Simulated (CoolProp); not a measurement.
Vapour-liquid equilibrium of R141b (1) + n-pentane (2) at 120 kPa; x and y are mole fractions of (1).

Model: multi-fluid Helmholtz-energy mixture model, Lemmon 2006 and Thol 2019; pair parameters Bell 2016, in CoolProp.

### Question
Give the bubble temperature and the first vapour's composition at x = 0.05, 0.5, 0.8. Is there an azeotrope?

### Answer
x = 0.05: 313.1 K, y = 0.081; x = 0.5: 309.0 K, y = 0.526; x = 0.8: 309.1 K, y = 0.782. y crosses x between x = 0.5 and 0.65: the model has an azeotrope there.

The pair parameters rest on a limited set of measurements; away from them the model extrapolates.
